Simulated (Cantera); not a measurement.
Charge: 1 mol SiH2Cl2, 0.075 mol HCl, 39 mol H2, 0.028 mol C2H2, held at 802 °C and 10.0 Torr.

These are equilibrium values from Cantera (NASA tables, ideal gas, pure condensed phases), not measurements of a reactor. Candidate condensed phases: C, C6H6, C7H8, C8H18, Si, SiC; 109 gas species. Mutual solubility and eutectic melting of coexisting phases are not modelled. The tables' values for SiCl3 are old estimates; treat these amounts as uncertain. Equilibrium is a limit: real reactors are often held back by kinetics, nucleation or transport.

### Question
What is the equilibrium state?

### Answer
- x(H2) = 0.966
- x(HCl) = 0.0273
- x(SiCl4) = 0.00349
- x(SiHCl3) = 0.00153
- x(SiCl2) = 0.00151
- x(SiCl3) = 0.000576
- x(SiH2Cl2) = 7.89e-5
- x(SiH3Cl) = 1.07e-6
- n(Si(s)) = 0.650 mol
- n(SiC(s)) = 0.0560 mol
- gas amount = 40.88 mol
- log10 activity of C(graphite) (absent) = -3.14
